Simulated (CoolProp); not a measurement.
Properties of ethylene along the isotherm 238.8 K.

The numbers come from the reference Helmholtz-energy equation of state, Smukala 2000 in CoolProp.

| p (kPa) | phase | density (kg/m³) | speed of sound (m/s) | expansivity (1/kK) |
|---|---|---|---|---|
| 5040 | liquid | 460.9 | 810.1 | 4.442 |
| 10100 | liquid | 475.0 | 897.0 | 3.646 |
| 15100 | liquid | 486.1 | 965.6 | 3.173 |
| 20200 | liquid | 495.6 | 1025 | 2.841 |
| 25200 | liquid | 503.8 | 1076 | 2.600 |
| 30300 | liquid | 511.2 | 1122 | 2.408 |
| 35300 | liquid | 517.8 | 1164 | 2.256 |
| 40300 | liquid | 523.8 | 1202 | 2.129 |
| 45400 | liquid | 529.5 | 1238 | 2.019 |
| 50400 | liquid | 534.7 | 1272 | 1.926 |
